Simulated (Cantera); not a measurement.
**NO annealing gas**

A perfectly stirred reactor is fed with 18.2 % NO, 81.8 % N2, at 435 Torr; it is held at 1825 K, and followed from long to short residence time.

Cantera simulation using GRI-Mech 3.0 (53 species, 325 reactions); the numbers are that mechanism's predictions, not measurements.

```
τ (s)     x NO   x N2      x O    x N2O      x O2    x NO2
-------  -----  -----  -------  -------  --------  -------
1.3      0.167  0.826  2.02e-5  1.16e-5   0.00746  6.34e-5
0.33     0.178  0.820  1.36e-5  1.32e-5   0.00198  4.44e-5
0.088    0.181  0.819  1.09e-5  1.34e-5  0.000509  3.58e-5
0.023    0.182  0.818  9.43e-6  1.26e-5  0.000114  3.05e-5
0.0061   0.182  0.818  6.93e-6  9.91e-6   1.71e-5  2.16e-5
0.0016   0.182  0.818  3.02e-6  5.44e-6   9.25e-7  8.00e-6
0.00042  0.182  0.818  1.01e-6  2.00e-6   3.79e-8  1.62e-6
0.00011  0.182  0.818  3.86e-7  5.84e-7   2.86e-9  2.47e-7
```
x: mole fraction; the columns are a selection and need not sum to one.
